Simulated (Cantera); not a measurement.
Cantera run:

```python
import numpy as np
import cantera as ct

gas_names = """
    B BH BH2 BH3 BN BO BO2 B2 B2O B2O2 B2O3 B3O3H3 H HBO HBO2 HNO HNO2 HNO3 HO2 H2 H2O H2O2 H3B3O6 N NH
    NH2 NH3 NH2OH NO NO2 NO3 N2 N2H2 N2H4 N2O O OH O2 O3
""".split()
cond_names = """
    B(b) B(L) BN(s) B2O3(L) B3O3H3(cr) H2O(s) H2O(L)
""".split()


# ... load() reads the species with a 1 bar reference pressure and builds the phases ...
atoms = {
    'B': {'B': 1},
    'H2O': {'H': 2, 'O': 1},
    'N2': {'N': 2},
}
top_T = {'BN(s)': 3200}  # K; cautious upper limits of use, not melting points


# ... equilibrate(T, P, feed) seeds the gas with the atoms and calls Mixture.equilibrate('TP', solver="vcs", rtol=1e-11, max_steps=5000) ...
results = []
feed = {'B': 1, 'H2O': 0.76, 'N2': 0.055}  # mol
T = 1023  # K
P = 101325  # Pa
mix = equilibrate(T, P, feed)
results.append((T, P, feed, dict(zip(mix.species_names, mix.species_moles))))
print(gas.report(threshold=0.001))
for i in range(1, mix.n_phases):
    print(f"{mix.phase(i).name:16s} {mix.phase_moles(i):12.5e} mol")
```

Output:

```
       temperature   1023 K
          pressure   1.0132e+05 Pa
           density   0.030025 kg/m^3
  mean mol. weight   2.5205 kg/kmol
   phase of matter   gas

                          1 kg             1 kmol
                     ---------------   ---------------
          enthalpy        5.6869e+06        1.4334e+07  J
   internal energy        2.3123e+06         5.828e+06  J
           entropy             67012         1.689e+05  J/K
    Gibbs function       -6.2866e+07       -1.5845e+08  J
 heat capacity c_p             12358             31148  J/K
 heat capacity c_v            9059.2             22834  J/K

                      mass frac. Y      mole frac. X     chem. pot. / RT
                     ---------------   ---------------   ---------------
            B3O3H3           0.20509         0.0061942           -190.84
                H2           0.79489            0.9938           -17.555
     [  +37 minor]        1.9044e-05        1.8388e-06

B(b)              3.78640e-01 mol
BN(s)             1.10000e-01 mol
B2O3(L)           2.48640e-01 mol
B3O3H3(cr)        0.00000e+00 mol
```

Equilibrium computed with Cantera from the NASA thermochemical tables; the gas is ideal and each condensed phase is pure. N2 is the only nitrogen source here; it is nearly inert below about 1500 K, so the nitride shown seldom forms there in practice. Mutual solubility and eutectic melting of coexisting phases are not modelled.
